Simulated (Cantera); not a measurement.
A freely propagating, adiabatic, planar premixed flame of H₂ : O₂ : N₂ = 1 : 0.278 : 1.19 (molar parts), equivalence ratio 1.8, unburnt at 423 K and 4.24 atm; mixture-averaged transport, grid criteria slope 0.08 and curve 0.16, no radiation.

Model: the H2/O2 subset of GRI-Mech 3.0, which has no nitrogen chemistry, integrated in Cantera. The hydrogen kinetics of GRI-Mech 3.0 are dated; newer H2 mechanisms differ, most at raised pressure. Burning velocities carry a grid error of a few per cent, more on coarse grids.

Question: How do the results move with these cheaper or finer settings: unity-Lewis-number transport; multicomponent transport; multicomponent+Soret transport; grid criteria slope 0.5, curve 1; grid criteria slope 0.25, curve 0.5; grid criteria slope 0.03, curve 0.06?

Answer: 
```json
[
 {"setting": "as above", "laminar burning velocity": "445 cm/s", "thermal thickness": "0.0598 mm", "peak x(O)": "0.00226", "peak x(H₂O₂)": "9.59e-5", "grid points": "111"},
 {"setting": "unity-Lewis-number transport", "laminar burning velocity": "278 cm/s", "thermal thickness": "0.0615 mm", "peak x(O)": "0.00164", "peak x(H₂O₂)": "4.08e-5", "grid points": "108"},
 {"setting": "multicomponent transport", "laminar burning velocity": "437 cm/s", "thermal thickness": "0.0600 mm", "peak x(O)": "0.00221", "peak x(H₂O₂)": "9.57e-5", "grid points": "111"},
 {"setting": "multicomponent+Soret transport", "laminar burning velocity": "418 cm/s", "thermal thickness": "0.0581 mm", "peak x(O)": "0.00227", "peak x(H₂O₂)": "0.000103", "grid points": "111"},
 {"setting": "grid criteria slope 0.5, curve 1", "laminar burning velocity": "448 cm/s", "thermal thickness": "0.0762 mm", "peak x(O)": "0.00202", "peak x(H₂O₂)": "7.50e-5", "grid points": "37"},
 {"setting": "grid criteria slope 0.25, curve 0.5", "laminar burning velocity": "455 cm/s", "thermal thickness": "0.0654 mm", "peak x(O)": "0.00223", "peak x(H₂O₂)": "9.26e-5", "grid points": "49"},
 {"setting": "grid criteria slope 0.03, curve 0.06", "laminar burning velocity": "445 cm/s", "thermal thickness": "0.0584 mm", "peak x(O)": "0.00229", "peak x(H₂O₂)": "9.75e-5", "grid points": "260"}
]
```
Unity Lewis numbers drop preferential diffusion, which matters most where H2 and H carry the flame; Soret adds thermal diffusion.
